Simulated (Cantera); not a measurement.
Feed: 1 mol FeS, 0.11 mol SO2, 3 mol N2, equilibrated at 0.110 bar.

These are equilibrium values from Cantera (NASA tables, ideal gas, pure condensed phases), not measurements of a reactor. Candidate condensed phases: Fe, FeO, FeS, FeSO4, FeS2, Fe2O3, Fe2(SO4)3, Fe3O4, S; 19 gas species. FeS: taken at fixed stoichiometry. Gases not in the tables: S3 to S7. The numbers say what is thermodynamically allowed, not how fast it happens. All values below are at 823 K.

Base state: N2 0.964, SO2 0.0346, S2 0.000951, S2O 3.74e-5 (mole fractions); condensed: FeS(s) + Fe3O4(s).

Question: What changes in the equilibrium state with this change: FeS replaced by FeS2?

Answer: 
| species | before | after |
|---|---|---|
| N2 | 0.964 | 0.962 |
| SO2 | 0.0346 | 0.0352 |
| S2 | 0.000951 | 0.00296 |
| S2O | 3.74e-5 | 8.84e-5 |
| FeS(s), mol | 0.996 | 0.0189 |
| Fe3O4(s), mol | 0.00122 | 0 |
| FeS2(s), mol | 0 | 0.981 |
